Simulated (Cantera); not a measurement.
A closed system holds: 1 mol Si, 4.4 mol HF, 0.13 mol N₂, equilibrated at 800 °C and 1.00 bar.

Cantera equilibrium calculation (NASA polynomials, part measured and part estimated; ideal gas, pure solids and liquids). Candidate condensed phases: Si, Si₃N₄; 37 gas species. Kinetics and transport are ignored.

Base state: H₂ 0.567, SiF₄ 0.283, HF 0.113, N₂ 0.0368, NH₃ 3.03e-5 (mole fractions); condensed: gas only.

### Question
What changes in the equilibrium state with this change: HF from 4.4 to 1.2 mol?

### Answer
| species | before | after |
|---|---|---|
| H₂ | 0.567 | 0.653 |
| SiF₄ | 0.283 | 0.308 |
| SiHF₃ | 9.31e-6 | 0.0358 |
| HF | 0.113 | 3.70e-5 |
| N₂ | 0.0368 | <1e-9 |
| SiH₂F₂ | <1e-9 | 0.00213 |
| SiH₃F | <1e-9 | 3.06e-5 |
| NH₃ | 3.03e-5 | 3.63e-9 |
| Si(s), mol | 0 | 0.496 |
| Si₃N₄(s), mol | 0 | 0.0650 |
N₂ is the only nitrogen source here; it is nearly inert below about 1500 K, so the nitride shown seldom forms there in practice. Mutual solubility and eutectic melting of coexisting phases are not modelled. The tables' values for SiF₃ are old estimates; treat these amounts as uncertain.
